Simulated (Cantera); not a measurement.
**Stirred combustor or abatement burner**

A perfectly stirred reactor is fed with 14.9 % H2, 9.82 % O2, 65.8 % N2, 9.41 % H2O, equivalence ratio 0.76, at 0.660 bar; it is adiabatic with a 800 K inlet, and is followed from long to short residence time, starting on the burning branch (τ in s: 0.049, 0.029, 0.017, 0.0096, 0.0056, 0.0032, 0.0019, 0.0011, 0.00063, 0.00037, 0.00021, 0.00012, 7.2e-05).

Model: GRI-Mech 3.0 (53 species, 325 reactions), integrated in Cantera.

```tsv
τ (s)	T (K)	x H2	x O2	x H2O	x HO2	x O	x NO	x N2O
0.049	1848	0.00153	0.0254	0.259	1.86e-6	0.000316	2.16e-5	1.89e-7
0.029	1841	0.00211	0.0255	0.258	2.45e-6	0.000438	1.84e-5	1.85e-7
0.017	1830	0.00290	0.0257	0.257	3.23e-6	0.000609	1.58e-5	1.74e-7
0.0096	1815	0.00403	0.0261	0.255	4.29e-6	0.000863	1.37e-5	1.57e-7
0.0056	1796	0.00542	0.0266	0.253	5.52e-6	0.00119	1.24e-5	1.40e-7
0.0032	1771	0.00723	0.0273	0.250	7.03e-6	0.00163	1.18e-5	1.23e-7
0.0019	1740	0.00925	0.0282	0.246	8.65e-6	0.00216	1.16e-5	1.09e-7
0.0011	1700	0.0117	0.0294	0.242	1.06e-5	0.00282	1.16e-5	9.63e-8
0.00063	1650	0.0144	0.0309	0.236	1.28e-5	0.00360	1.14e-5	8.50e-8
0.00037	1594	0.0173	0.0326	0.231	1.53e-5	0.00439	1.06e-5	7.55e-8
0.00021	1526	0.0208	0.0350	0.224	1.84e-5	0.00519	9.10e-6	6.59e-8
0.00012	1450	0.0253	0.0381	0.216	2.25e-5	0.00574	6.92e-6	5.60e-8
7.2e-5	1371	0.0320	0.0424	0.206	2.79e-5	0.00578	4.56e-6	4.50e-8
```
x: mole fraction; the columns are a selection and need not sum to one.
